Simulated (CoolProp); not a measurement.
Methane along the isobar 5.9 MPa: Z from the reference equation and from simpler models built on Tc = 190.6 K, pc = 4.599 MPa, ω = 0.011; each cubic takes its own stable root.

Computed with CoolProp (reference Helmholtz-energy equation of state, Setzmann 1991).

```json
[
 {"T (K)": "124.5", "phase": "liquid", "reference": "0.2234"},
 {"T (K)": "132.9", "phase": "liquid", "reference": "0.2159"},
 {"T (K)": "141.2", "phase": "liquid", "reference": "0.2102"},
 {"T (K)": "149.6", "phase": "liquid", "reference": "0.2061"},
 {"T (K)": "157.9", "phase": "liquid", "reference": "0.2039"},
 {"T (K)": "166.3", "phase": "liquid", "reference": "0.2037"},
 {"T (K)": "174.6", "phase": "liquid", "reference": "0.2065"},
 {"T (K)": "183", "phase": "liquid", "reference": "0.2143"}
]
```

Question: How far does each simpler model (Redlich-Kwong, Soave-Redlich-Kwong) lie from the reference over these 8 states: mean and median of the absolute difference, and the worst?

Answer: 
- Redlich-Kwong: mean 3.6 %, median 2.6 %, worst +10.3 % at 183 K and 5.9 MPa
- Soave-Redlich-Kwong: mean 4.1 %, median 3.2 %, worst +10.4 % at 183 K and 5.9 MPa
